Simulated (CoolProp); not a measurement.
Vapour-liquid equilibrium of R22 (1) + R113 (2) at 299.1 K; x and y are mole fractions of (1).

Values from CoolProp's multi-fluid Helmholtz-energy mixture model, Kamei 1995 and Marx 1992; pair parameters Bell 2016.

```csv
x,"bubble pressure, mixture model (MPa)","bubble pressure, Raoult's law (MPa)","y, mixture model","y, Raoult's law"
0.05,0.1016,0.09775,0.554,0.548
0.2,0.2743,0.2514,0.850,0.852
0.35,0.4409,0.4051,0.918,0.925
0.5,0.5906,0.5587,0.947,0.958
0.65,0.7266,0.7124,0.965,0.977
0.8,0.8615,0.8660,0.980,0.989
0.95,1.013,1.020,0.995,0.998
```

The largest gap from Raoult's law is +9.1 % in bubble pressure, at x = 0.2. No azeotrope shows between x = 0.05 and 0.95.

The pair parameters rest on a limited set of measurements; away from them the model extrapolates. The gap from Raoult's law changes sign with composition, which may be real or a fault of the pair parameters; it wasn't checked against measurements.
